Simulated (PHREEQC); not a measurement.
1 kg of water holding 0.14 mol/kgw Na2CO3 and 0.014 mol/kgw NaCl is evaporated at 25 °C; the solids stay in contact with the brine. No CO2 enters from the air. Solids allowed: Halite, Nahcolite, Natron, Trona. Others were left out.

The series has 19 steps of water left (kg), from 1 to 0.007387.

The numbers come from PHREEQC with the Pitzer model, pitzer.dat.

**Question.** Which solids form, in which order, and at which step of the series does each first stand?

**Answer.** Natron from water left = 0.03463 kg (pH 11.96).

Species that the database lacks are ignored.
